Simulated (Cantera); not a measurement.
Charge: 1 mol Fe3O4, 0.058 mol Cl2, 0.55 mol N2, at 0.100 bar.

Equilibrium computed with Cantera from the NASA thermochemical tables; the gas is ideal and each condensed phase is pure. Candidate condensed phases: Fe, FeCl2, FeCl3, FeO, Fe2O3, Fe3O4; 19 gas species. Mutual solubility and eutectic melting of coexisting phases are not modelled. The numbers say what is thermodynamically allowed, not how fast it happens. All values below are at 1325 K.

Base state: N2 0.908, FeCl2 0.0767, FeCl3 0.0108, Cl 0.00201, Cl2 0.00169, O2 0.000375, Fe2Cl4 0.000102, NO 2.11e-5 (mole fractions); condensed: Fe2O3(s) + Fe3O4(s).

Problem. What changes in the equilibrium state with this change: Cl2 from 0.058 to 0.77 mol?

Solution. 
| species | before | after |
|---|---|---|
| N2 | 0.908 | 0.427 |
| FeCl3 | 0.0108 | 0.195 |
| Cl2 | 0.00169 | 0.150 |
| O2 | 0.000375 | 0.0622 |
| Cl | 0.00201 | 0.0189 |
| FeCl2 | 0.0767 | 0.147 |
| Fe2Cl6 | 4.46e-7 | 0.000144 |
| ClO | 3.88e-7 | 4.70e-5 |
| NO | 2.11e-5 | 0.000186 |
| Fe2O3(s), mol | 0.211 | 1.28 |
| Fe3O4(s), mol | 0.842 | 0 |
